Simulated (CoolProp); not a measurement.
Carbon dioxide along the isobar 16.5 MPa: Z from the reference equation and from simpler models built on Tc = 304.1 K, pc = 7.377 MPa, ω = 0.224; each cubic takes its own stable root.

Computed with CoolProp (reference Helmholtz-energy equation of state, Span 1996).

```json
[
 {"T (K)": "269.1", "phase": "liquid", "reference": "0.3173", "Redlich-Kwong": "0.3543", "Soave-Redlich-Kwong": "0.3461"},
 {"T (K)": "284.4", "phase": "liquid", "reference": "0.3209", "Redlich-Kwong": "0.3605", "Soave-Redlich-Kwong": "0.3543"},
 {"T (K)": "299.7", "phase": "liquid", "reference": "0.3308", "Redlich-Kwong": "0.3732", "Soave-Redlich-Kwong": "0.3713"},
 {"T (K)": "315.1", "phase": "supercritical", "reference": "0.3514", "Redlich-Kwong": "0.3953", "Soave-Redlich-Kwong": "0.4021"},
 {"T (K)": "330.4", "phase": "supercritical", "reference": "0.3918", "Redlich-Kwong": "0.4308", "Soave-Redlich-Kwong": "0.4539"},
 {"T (K)": "345.7", "phase": "supercritical", "reference": "0.4637", "Redlich-Kwong": "0.4833", "Soave-Redlich-Kwong": "0.5298"},
 {"T (K)": "361.1", "phase": "supercritical", "reference": "0.5534", "Redlich-Kwong": "0.5491", "Soave-Redlich-Kwong": "0.6134"},
 {"T (K)": "376.4", "phase": "supercritical", "reference": "0.6325", "Redlich-Kwong": "0.6142", "Soave-Redlich-Kwong": "0.6858"},
 {"T (K)": "391.7", "phase": "supercritical", "reference": "0.6957", "Redlich-Kwong": "0.6707", "Soave-Redlich-Kwong": "0.7444"},
 {"T (K)": "407.1", "phase": "supercritical", "reference": "0.7462", "Redlich-Kwong": "0.7180", "Soave-Redlich-Kwong": "0.7918"},
 {"T (K)": "422.4", "phase": "supercritical", "reference": "0.7867", "Redlich-Kwong": "0.7568", "Soave-Redlich-Kwong": "0.8301"},
 {"T (K)": "437.7", "phase": "supercritical", "reference": "0.8199", "Redlich-Kwong": "0.7892", "Soave-Redlich-Kwong": "0.8618"}
]
```
